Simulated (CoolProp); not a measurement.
Vapour-liquid equilibrium of R227EA (1) + isobutene (2) at 287.2 K; x and y are mole fractions of (1).

Values from CoolProp's multi-fluid Helmholtz-energy mixture model, Lemmon 2016 and Lemmon 2005; pair parameters Bell 2016.

```csv
x,"bubble pressure, mixture model (MPa)","bubble pressure, Raoult's law (MPa)","y, mixture model","y, Raoult's law"
0.05,0.2503,0.2210,0.169,0.073
0.2,0.3105,0.2367,0.397,0.271
0.35,0.3374,0.2525,0.499,0.444
0.5,0.3504,0.2682,0.574,0.598
0.65,0.3553,0.2839,0.654,0.734
0.8,0.3505,0.2997,0.761,0.856
0.95,0.3312,0.3154,0.925,0.966
```

The largest gap from Raoult's law is +33.6 % in bubble pressure, at x = 0.35. y crosses x between x = 0.65 and 0.8: the model has an azeotrope there.

The pair parameters rest on a limited set of measurements; away from them the model extrapolates.
